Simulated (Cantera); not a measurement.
# Transport properties of process gases

Gas mixture: O2 = 0.21 (molar parts), at 8.70 bar, frozen composition.

Cantera's kinetic-theory transport with the Lennard-Jones parameters of GRI-Mech 3.0, ideal gas; thermal conductivity in the multicomponent form.

```csv
T (K),ρ (kg/m³),cp (J/kg/K),μ (µPa s),λ (mW/m/K),Pr,D (cm²/s) NO,D (cm²/s) CH3,D (cm²/s) NH3
400,8.37,941.4,25.6,33.9,0.712,0.0395,0.0441,0.0449
550,6.09,987.2,32.1,44.6,0.711,0.0682,0.0766,0.0809
700,4.78,1031,37.8,54.9,0.710,0.103,0.116,0.125
850,3.94,1065,43.0,64.6,0.709,0.142,0.161,0.175
1000,3.35,1090,47.9,73.7,0.709,0.186,0.211,0.232
1150,2.91,1109,52.5,82.1,0.709,0.235,0.267,0.296
1300,2.58,1125,56.9,90.3,0.708,0.288,0.327,0.364
```
D: mixture-averaged diffusion coefficient of that species in the mixture.
